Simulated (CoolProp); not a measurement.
Propylene glycol at 298.15 K and 4.13 MPa is throttled through a valve to 2.72 MPa with no heat exchange. Each further row changes one setting.

Model: reference Helmholtz-energy equation of state, Eisenbach 2021, in CoolProp.

| case | temperature change (K) |
|---|---|
| as stated | +0.4 |
| outlet pressure 0.816 MPa | +1.0 |
| outlet pressure 3.54 MPa | +0.2 |
